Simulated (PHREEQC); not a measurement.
Solution (50 °C): 31 mmol/kgw KH2PO4, 11 mmol/kgw NiSO4, 0.47 mmol/kgw K3PO4 and 18 mmol/kgw HF. Closed to the air; pH follows from the charge balance.

The numbers come from PHREEQC with the ion-association model, wateq4f.dat.

No solid was allowed to form.

Q: Estimate the pH.

A: pH 3.02.

Q: In which forms is S present?

A: SO4-2 65 %, NiSO4 21 %, KSO4- 8.6 %, HSO4- 5.6 % of the S.

Complexes and solids missing from the database can't appear. H3PO4, which wateq4f.dat lacks, is added to it with the constant of phreeqc.dat. Constants without temperature data keep their 25 °C values here. The database has no phosphate complexes of Ni.
